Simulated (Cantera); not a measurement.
What does this Cantera script print?

```python
import numpy as np
import cantera as ct

gas_names = """
    F FO FO2 F2 F2O H HF HOF HO2 H2 H2F2 H2O H2O2 H3F3 H4F4 H5F5 H6F6 H7F7 O OH O2 O3
""".split()
cond_names = """
    H2O(s) H2O(L)
""".split()


# ... load() reads the species with a 1 bar reference pressure and builds the phases ...
atoms = {
    'HF': {'H': 1, 'F': 1},
    'O2': {'O': 2},
}
top_T = {}  # K; cautious upper limits of use, not melting points


# ... equilibrate(T, P, feed) seeds the gas with the atoms and calls Mixture.equilibrate('TP', solver="vcs", rtol=1e-11, max_steps=5000) ...
results = []
feed = {'HF': 1, 'O2': 0.072}  # mol
T = 1573  # K
P = 3600  # Pa
mix = equilibrate(T, P, feed)
results.append((T, P, feed, dict(zip(mix.species_names, mix.species_moles))))
print(gas.report(threshold=1e-05))
for i in range(1, mix.n_phases):
    print(f"{mix.phase(i).name:16s} {mix.phase_moles(i):12.5e} mol")
```

It prints:

```
       temperature   1573 K
          pressure   3600 Pa
           density   0.0057284 kg/m^3
  mean mol. weight   20.811 kg/kmol
   phase of matter   gas

                          1 kg             1 kmol
                     ---------------   ---------------
          enthalpy       -1.0344e+07       -2.1526e+08  J
   internal energy       -1.0972e+07       -2.2834e+08  J
           entropy             12282         2.556e+05  J/K
    Gibbs function       -2.9663e+07       -6.1731e+08  J
 heat capacity c_p            1576.9             32817  J/K
 heat capacity c_v            1177.4             24503  J/K

                      mass frac. Y      mole frac. X     chem. pot. / RT
                     ---------------   ---------------   ---------------
                 F        0.00011047          0.000121           -27.623
                HF           0.89662           0.93268           -48.155
               H2O        4.9792e-05         5.752e-05           -58.046
                 O        1.0965e-05        1.4262e-05           -16.982
                O2            0.1032          0.067123           -33.965
     [  +17 minor]        5.5608e-06        6.3274e-06
```

Equilibrium computed with Cantera from the NASA thermochemical tables; the gas is ideal and each condensed phase is pure.
